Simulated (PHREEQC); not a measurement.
Consider water at 20 °C with 2.4 mmol/kgw NaHCO3, 90 mmol/kgw NH3 and 68 mmol/kgw NaCl. Closed to the air; pH follows from the charge balance.

All values are PHREEQC results (ion-association model, phreeqc.dat), not measurements.

The ionic strength comes out as 0.0743 mol/kgw. What activity coefficients do CO3-2, OH-, HCO3-, Na+, NaCO3- get?

CO3-2 0.42, OH- 0.79, HCO3- 0.81, Na+ 0.80, NaCO3- 0.80.

No solid was allowed to form. Species that the database lacks are ignored.
